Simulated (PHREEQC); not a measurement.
Consider water at 25 °C with 0.0036 mol/kgw Ag2SO4 and 0.0053 mol/kgw HNO3. Closed to the air; pH follows from the charge balance.

All values are PHREEQC results (ion-association model, wateq4f.dat), not measurements.

Each row changes one thing in this solution. Precipitation was switched off in this run.

| case | pH | ionic strength (mol/kgw) | Ag+ (mol/kgw) | SO4-2 (mol/kgw) | HSO4- (mol/kgw) | AgSO4- (mol/kgw) | SI of Ag2O (Ag2O) |
|---|---|---|---|---|---|---|---|
| as made | 2.39 | 0.0141 | 0.00696 | 0.00263 | 0.000742 | 0.000224 | -12.23 |
| 0.0031 mol/kgw KH2PO4 added | 2.47 | 0.0165 | 0.00696 | 0.00273 | 0.000613 | 0.000225 | -12.06 |
| temperature from 25 to 10 °C | 2.37 | 0.0145 | 0.00698 | 0.00279 | 0.000600 | 0.000209 | -12.66 |
| HNO3 from 0.0053 to 0.053 mol/kgw | 1.37 | 0.0587 | 0.00701 | 0.00108 | 0.00245 | 6.53e-5 | -14.33 |
| 0.0041 mol/kgw H3PO4 added | 2.23 | 0.0160 | 0.00698 | 0.00243 | 0.000972 | 0.000202 | -12.55 |
| Ag2SO4 from 0.0036 to 0.00072 mol/kgw | 2.33 | 0.00707 | 0.00143 | 0.000524 | 0.000186 | 1.03e-5 | -13.70 |

Complexes and solids missing from the database can't appear. H3PO4, which wateq4f.dat lacks, is added to it with the constant of phreeqc.dat. At this temperature some constants are extrapolated from 25 °C, and those without enthalpy data are left unchanged. The database has no phosphate complexes of Ag.
